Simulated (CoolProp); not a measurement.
R134a along the isotherm 68.25 °C: density (kg/m³) from the reference equation and from simpler models built on Tc = 101.1 °C, pc = 4.059 MPa, ω = 0.327; each cubic takes its own stable root.

The numbers come from the reference Helmholtz-energy equation of state, Tillner-Roth 1994 in CoolProp.

```csv
p (MPa),phase,reference,van der Waals,Peng-Robinson
0.381,gas,[?],14.20,14.40
0.761,gas,30.39,29.54,30.43
1.14,gas,48.62,46.33,48.65
1.52,gas,70.27,[?],70.10
1.9,gas,97.73,86.74,[?]
2.28,liquid,[?],112.8,932.8
2.66,liquid,1019,147.4,943.7
3.04,liquid,1025,585.0,953.8
3.43,liquid,1031,599.6,[?]
3.81,liquid,1037,611.3,972.3
4.19,liquid,1043,[?],980.5
4.57,liquid,1048,630.3,988.4
4.95,liquid,1053,638.3,995.8
5.33,liquid,1057,645.6,1003
5.71,liquid,1062,652.2,1010
6.09,liquid,[?],658.4,1016
```

Q: Complete the blanks.

A: 
- 0.381, reference: 14.39
- 1.52, van der Waals: 65.13
- 1.9, Peng-Robinson: 96.68
- 2.28, reference: 1012
- 3.43, Peng-Robinson: 963.5
- 4.19, van der Waals: 621.4
- 6.09, reference: 1066

At some of these states van der Waals gives the other phase, because its saturation line lies elsewhere.
